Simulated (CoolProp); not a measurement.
Vapour-liquid equilibrium of cyclohexane (1) + n-nonane (2) at 551 kPa; x and y are mole fractions of (1).

Computed with CoolProp (multi-fluid Helmholtz-energy mixture model, Zhou 2014 and Lemmon 2006; pair parameters Bell 2016).

```tsv
x	bubble temperature, mixture model (°C)	bubble temperature, Raoult's law (°C)	y, mixture model	y, Raoult's law
0.05	222.5	221.3	0.130	0.169
0.15	211.3	208.5	0.345	0.418
0.25	201.3	197.6	0.510	0.588
0.35	192.3	188.3	0.638	0.707
0.45	184.0	180.2	0.738	0.792
0.55	176.5	173.2	0.816	0.855
0.65	169.6	166.9	0.877	0.903
0.75	163.2	161.4	0.925	0.940
0.85	157.4	156.4	0.961	0.968
0.95	152.2	151.9	0.989	0.991
```

The largest gap from Raoult's law is +4.0 K in bubble temperature, at x = 0.35. No azeotrope shows between x = 0.05 and 0.95.

The pair parameters rest on a limited set of measurements; away from them the model extrapolates.
